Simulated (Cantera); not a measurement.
A perfectly stirred reactor is fed with 27.6 % H₂, 15.2 % O₂, 57.2 % N₂, at 5.00 bar; it is adiabatic with a 400 K inlet, and is followed from long to short residence time, starting on the burning branch (τ in s: 0.4, 0.15, 0.056, 0.021, 0.0078, 0.0029, 0.0011, 0.00041, 0.00015, 5.7e-05, 2.1e-05, 7.9e-06).

Cantera simulation using the H2/O2 subset of GRI-Mech 3.0, which has no nitrogen chemistry; the numbers are that mechanism's predictions, not measurements. The hydrogen kinetics of GRI-Mech 3.0 are dated; newer H2 mechanisms differ, most at raised pressure.

One state of this run: T (K) = 2059; x H₂ = 0.0307; x O₂ = 0.0277; x H₂O = 0.265; x H = 0.0140; x H₂O₂ = 1.82e-6; x OH = 0.0146; x HO₂ = 4.72e-5. x: mole fraction; the columns are a selection and need not sum to one.

**Question.** Which value of τ (s) does it belong to?
A. 0.15
B. 2.1e-5
C. 0.021
D. 5.7e-5

**Answer.** B, 2.1e-5
